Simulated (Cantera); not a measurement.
Feed: 1 mol PbO, 0.33 mol CH₄, 7.6 mol H₂, at 2300 Pa.

These are equilibrium values from Cantera (NASA tables, ideal gas, pure condensed phases), not measurements of a reactor. Candidate condensed phases: C, C₆H₆, C₇H₈, C₈H₁₈, H₂O, Pb, PbO, PbO₂, Pb₃O₄; 113 gas species. The numbers say what is thermodynamically allowed, not how fast it happens. All values below are at 1573 K.

Base state: H₂ 0.792, Pb 0.104, H₂O 0.0688, CO 0.0334, CO₂ 0.00100, H 0.000239 (mole fractions); condensed: gas only.

Q: What changes in the equilibrium state with this change: H₂ from 7.6 to 4.7 mol?

A: 
```json
[
 {"species": "H₂", "before": "0.792", "after": "0.703"},
 {"species": "Pb", "before": "0.104", "after": "0.149"},
 {"species": "H₂O", "before": "0.0688", "after": "0.0979"},
 {"species": "CO", "before": "0.0334", "after": "0.0471"},
 {"species": "PbO", "before": "5.49e-6", "after": "1.26e-5"},
 {"species": "CO₂", "before": "0.00100", "after": "0.00226"},
 {"species": "H", "before": "0.000239", "after": "0.000225"}
]
```
